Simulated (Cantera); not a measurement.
Feed: 1 mol SiH2Cl2, 0.22 mol NH3, 6.2 mol H2.

Equilibrium computed with Cantera from the NASA thermochemical tables; the gas is ideal and each condensed phase is pure. Candidate condensed phases: NH4Cl, Si, Si3N4; 28 gas species. Mutual solubility and eutectic melting of coexisting phases are not modelled. The tables' values for SiCl3 are old estimates. The numbers say what is thermodynamically allowed, not how fast it happens.

Stable condensed phases, one row left out:

```
T in K \ P in Pa
              5     15     45    140    410   1200   3700  11000  33000 100000
   2050       A      A      A      A      B      B      B      B      B      B
   1950       A      A      B      B      B      B      B      B      B      B
   1850       A      B      B      B      B      B      B      B      B      B
   1750       B      B      B      B      B      B      B      B      C      C
   1650       B      B      B      B      B      B      B      C      C      C
   1550       B      B      B      B      B      C      C      C      C      C
   1450       B      B      B      C      C      C      C      C      C      C
   1250       C      C      C      C      C      C      C      C      C      C
   1150       C      C      C      C      C      C      C      C      C      C
   1050       C      C      C      C      C      C      C      C      C      C
    950       C      C      C      C      C      C      C      C      C      C
    850       C      C      C      C      C      C      C      C      C      C
    750       C      C      C      C      C      C      C      C      C      C
```

A: gas only; B: Si; C: Si + Si3N4.

Q: Give the row for 1350 K.

A: 5: Si; 15: Si + Si3N4; 45: Si + Si3N4; 140: Si + Si3N4; 410: Si + Si3N4; 1200: Si + Si3N4; 3700: Si + Si3N4; 11000: Si + Si3N4; 33000: Si + Si3N4; 100000: Si + Si3N4.
